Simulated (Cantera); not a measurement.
A Cantera script and what it prints.

```python
import numpy as np
import cantera as ct

gas_names = """
    Br Br2 H HBr HNO HNO2 HNO3 HO2 H2 H2O H2O2 N NH NH2 NH3 NH2OH NO NO2 NO3 N2 N2H2 N2H4 N2O O OH O2 O3
""".split()
cond_names = """
    Br2(cr) Br2(L) H2O(s) H2O(L)
""".split()


# ... load() reads the species with a 1 bar reference pressure and builds the phases ...
atoms = {
    'HBr': {'H': 1, 'Br': 1},
    'H2': {'H': 2},
    'N2': {'N': 2},
    'H2O': {'H': 2, 'O': 1},
}
top_T = {}  # K; cautious upper limits of use, not melting points


# ... equilibrate(T, P, feed) seeds the gas with the atoms and calls Mixture.equilibrate('TP', solver="vcs", rtol=1e-11, max_steps=5000) ...
results = []
feed = {'HBr': 1, 'H2': 0.2, 'N2': 0.17, 'H2O': 1.2}  # mol
P = 90  # Pa
for T in [2898, 2948, 2998, 3048, 3098, 3148, 3198, 3248, 3298]:
    mix = equilibrate(T, P, feed)
    results.append((T, P, feed, dict(zip(mix.species_names, mix.species_moles))))

top = {s: max(r[3][s] / sum(r[3][g] for g in gas_names) for r in results) for s in gas_names}
cols = sorted((s for s in top if top[s] > 1e-05), key=lambda s: -top[s])[:9]
seen = [c for c in cond_names if any(r[3].get(c, 0) > 1e-12 for r in results)]
print("log10 of partial pressures in bar; condensed amounts in mol")
print(f"{'T/K':>10s}" + "".join(f"{s[:9]:>10s}" for s in cols + seen))
for T, P, feed, n in results:
    ng = sum(n[g] for g in gas_names)
    print(f"{T:10.4g}" + "".join(f"{np.log10(max(n[s] / ng * P / 1e5, 1e-99)):10.3f}" for s in cols)
          + "".join(f"{n.get(c, 0):10.4g}" for c in seen))
```

Output:

```
log10 of partial pressures in bar; condensed amounts in mol
       T/K         H         O        Br        N2        H2        OH        O2       H2O        NO
      2898    -3.282    -3.792    -3.820    -4.596    -4.679    -4.981    -5.377    -5.864    -5.973
      2948    -3.275    -3.782    -3.824    -4.600    -4.806    -5.103    -5.515    -6.137    -6.016
      2998    -3.270    -3.776    -3.827    -4.603    -4.932    -5.225    -5.653    -6.407    -6.060
      3048    -3.267    -3.771    -3.830    -4.606    -5.056    -5.345    -5.791    -6.672    -6.104
      3098    -3.264    -3.768    -3.831    -4.607    -5.178    -5.464    -5.926    -6.931    -6.147
      3148    -3.262    -3.765    -3.832    -4.608    -5.298    -5.581    -6.058    -7.184    -6.190
      3198    -3.261    -3.763    -3.833    -4.609    -5.414    -5.695    -6.188    -7.431    -6.231
      3248    -3.260    -3.762    -3.834    -4.610    -5.528    -5.806    -6.315    -7.672    -6.272
      3298    -3.259    -3.761    -3.834    -4.611    -5.639    -5.914    -6.438    -7.906    -6.312
```

Method: chemical equilibrium by Gibbs-energy minimisation in Cantera with the NASA 1993 tables (ideal gas, pure condensed phases).
